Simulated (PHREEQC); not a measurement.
0.11 g of hydrous ferric oxide (600 m²/g; 0.2 weak and 0.005 strong sites per Fe, Dzombak-Morel constants, diffuse double layer) in 1 kg of water with 0.001 mol/kgw of an inert sodium salt and 0.24 mmol/kgw H3BO3 and 0.0024 mmol/kgw NaF, at 25 °C; the pH is set by adding NaOH or the inert anion's acid. Oxygen alone is held at its pressure in air (log pO2 = -0.68). The system is closed to CO2. Nothing may precipitate in this run.

Model: ion-association model, wateq4f.dat, run in PHREEQC.

| pH | B sorbed (%) | F sorbed (%) | surface charge σ (C/m²) | surface potential ψ (mV) |
|---|---|---|---|---|
| 3 | 0.0 | 96.1 | 0.251 | 233 |
| 3.67 | 0.1 | 96.9 | 0.152 | 220 |
| 4.33 | 0.1 | [?] | 0.089 | 197 |
| 5 | 0.1 | 85.0 | 0.050 | 168 |
| 5.67 | 0.1 | 61.6 | 0.026 | 136 |
| 6.33 | 0.1 | 29.2 | 0.013 | 101 |
| 7 | 0.1 | 8.8 | [?] | 64 |
| 7.67 | 0.1 | 2.1 | 0.002 | 25 |
| 8.33 | 0.1 | [?] | -0.001 | [?] |
| 9 | 0.1 | 0.1 | [?] | -51 |
| 9.67 | 0.0 | 0.0 | -0.011 | -89 |
| 10.33 | 0.0 | 0.0 | -0.025 | -124 |
| 11 | 0.0 | 0.0 | -0.057 | -154 |

Question: What belongs in the gaps?

Answer: 
- 4.33, F sorbed (%): 94.2
- 7, surface charge σ (C/m²): 0.006
- 8.33, F sorbed (%): 0.5
- 8.33, surface potential ψ (mV): -13
- 9, surface charge σ (C/m²): -0.005

Real BF4- forms and hydrolyses slowly; the run takes it at equilibrium. The oxide is taken as insoluble; below pH 4 it would dissolve.
